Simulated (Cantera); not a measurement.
## H2S + SO2 + O2 (abatement and gas-phase synthesis)

A closed system holds: 1 mol H2S, 0.041 mol SO2, 0.18 mol O2, held at 2050 K and 13300 Pa.

Method: chemical equilibrium by Gibbs-energy minimisation in Cantera with the NASA 1993 tables (ideal gas, pure condensed phases). Candidate condensed phases: H2O, H2SO4, S; 19 gas species. Equilibrium is a limit: real reactors are often held back by kinetics, nucleation or transport.

| Item | Value |
|---|---|
| x(H2) | 0.378 |
| x(S2) | 0.282 |
| x(H2O) | 0.222 |
| x(H2S) | 0.0379 |
| x(SH) | 0.0260 |
| x(SO2) | 0.0220 |
| x(SO) | 0.0208 |
| x(S) | 0.00636 |
| x(H) | 0.00382 |
| gas amount | 1.532 mol |
| log10 activity of S(l) (absent) | -2.32 |
